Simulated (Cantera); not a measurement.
Silicon oxide and oxynitride deposition: SiCl₄ + O₃ + H₂

Feed: 1 mol SiCl₄, 0.47 mol O₃, 4.4 mol H₂, at 1.00 bar.

These are equilibrium values from Cantera (NASA tables, ideal gas, pure condensed phases), not measurements of a reactor. Candidate condensed phases: H₂O, Si, SiO₂; 30 gas species. The tables' values for SiCl₃ are old estimates; treat these amounts as uncertain. The tables hold silica as quartz up to 1696 K and as liquid above; real silica turns to tridymite and cristobalite and melts near 1996 K. Equilibrium is a limit: real reactors are often held back by kinetics, nucleation or transport.

```tsv
T (K)	log p H₂	log p HCl	log p SiCl₄	log p SiCl₃	log p SiCl₂	n SiO₂(β-quartz)
875	-0.31	-0.34	-1.32	-6.36	-9.63	0.705
975	-0.31	-0.34	-1.32	-5.28	-7.80	0.705
1075	-0.31	-0.33	-1.32	-4.42	-6.32	0.705
1175	-0.31	-0.33	-1.33	-3.71	-5.10	0.705
1275	-0.31	-0.33	-1.34	-3.12	-4.08	0.705
1375	-0.31	-0.33	-1.37	-2.64	-3.25	0.705
1475	-0.32	-0.32	-1.44	-2.27	-2.58	0.705
1575	-0.33	-0.31	-1.57	-2.04	-2.09	0.704
```
log p: log10 of the partial pressure in bar; n: condensed amount in mol.

From 875 K to 1575 K the condensed part is SiO₂(β-quartz). The main Si-bearing gas is SiCl₄ throughout.
